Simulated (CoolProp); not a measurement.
Vapour pressure (bar) of R245ca: the reference equation beside estimates from Tc = 447.6 K, pc = 39.41 bar, ω = 0.355.

The numbers come from the reference Helmholtz-energy equation of state, Zhou 2016 in CoolProp.

| T (K) | reference | van der Waals | Soave-Redlich-Kwong |
|---|---|---|---|
| 333.4 | 3.305 | 10.77 | 3.318 |
| 347.1 | 4.867 | 13.06 | 4.905 |
| 360.9 | 6.951 | 15.67 | 7.031 |
| 374.7 | 9.644 | 18.58 | 9.788 |
| 388.4 | 13.03 | 21.78 | 13.26 |
| 402.2 | 17.27 | 25.33 | 17.60 |
| 416 | 22.51 | 29.22 | 22.91 |
| 429.7 | 28.86 | 33.41 | 29.27 |

Absolute difference from the reference over all 8 rows, mean and median: van der Waals 96.5 and 79.9 %, Soave-Redlich-Kwong 1.3 and 1.5 %.
